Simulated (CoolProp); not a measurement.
Cyclopropane along the isobar 8.86 bar: density (kg/m³) from the reference equation and from simpler models built on Tc = 125.5 °C, pc = 56.05 bar, ω = 0.131; each cubic takes its own stable root.

The numbers come from the reference Helmholtz-energy equation of state, Polt 1992 in CoolProp. This equation is an older, rougher fit.

```tsv
T (°C)	phase	reference
41.45	gas	16.44
54.65	gas	15.42
67.85	gas	14.57
81.05	gas	13.83
94.25	gas	13.19
107.45	gas	12.61
120.65	gas	12.10
133.85	gas	11.63
147.05	gas	11.21
160.25	gas	10.81
173.45	gas	10.45
186.65	gas	10.12
199.85	gas	9.808
```

**Question.** How far does each simpler model (van der Waals, Redlich-Kwong, Soave-Redlich-Kwong, Peng-Robinson) lie from the reference over these 13 states: mean and median of the absolute difference, and the worst?

**Answer.** 
- van der Waals: mean 1.5 %, median 0.9 %, worst -4.8 % at 41.45 °C and 8.86 bar
- Redlich-Kwong: mean 0.4 %, median 0.1 %, worst -2.0 % at 41.45 °C and 8.86 bar
- Soave-Redlich-Kwong: mean 0.3 %, median 0.2 %, worst -1.5 % at 41.45 °C and 8.86 bar
- Peng-Robinson: mean 0.4 %, median 0.5 %, worst -0.7 % at 41.45 °C and 8.86 bar
